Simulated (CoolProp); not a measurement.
Vapour-liquid equilibrium of R22 (1) + C3F8 (R218) (2) at 958 kPa; x and y are mole fractions of (1).

Model: multi-fluid Helmholtz-energy mixture model, Kamei 1995 and Lemmon 2006; pair parameters Bell 2016, in CoolProp.

**Question.** Give the bubble temperature and the first vapour's composition at x = 0.45, 0.55, 0.75. Is there an azeotrope?

**Answer.** x = 0.45: 288.8 K, y = 0.523; x = 0.55: 288.2 K, y = 0.581; x = 0.75: 288.6 K, y = 0.696. y crosses x between x = 0.55 and 0.65: the model has an azeotrope there.

Pair parameters are fitted to limited data, so mixtures are less certain than the pure fluids.
